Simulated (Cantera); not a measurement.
Feed: 1 mol MgO, 3 mol C, 1.2 mol CO, 4.2 mol CH4, at 5.60 mbar.

These are equilibrium values from Cantera (NASA tables, ideal gas, pure condensed phases), not measurements of a reactor. Candidate condensed phases: C, C6H6, C7H8, C8H18, H2O, Mg, MgCO3, MgO, Mg(OH)2; 116 gas species. The tables' values for MgH are old estimates; treat these amounts as uncertain. Rates play no part. All values below are at 2225 °C.

Base state: H2 0.513, H 0.238, CO 0.167, Mg 0.0758, C2H2 (acetylene) 0.00550, C2H 0.000183, C3 8.60e-5, MgH 8.07e-5 (mole fractions); condensed: C(graphite).

**Question.** What changes in the equilibrium state with this change: MgO replaced by SiO2?

**Answer.** 
```tsv
species	before	after
H2	0.513	0.473
H	0.238	0.229
CO	0.167	0.224
Mg	0.0758	0
Si	0	0.0513
SiC2	0	0.0132
Si2C	0	0.00188
SiO	0	0.00135
SiH	0	0.000699
C(graphite), mol	6.04	4.66
```
Gases not in the tables: Si2H6 and higher silanes. Further candidate phases: Si, SiC, SiO2.
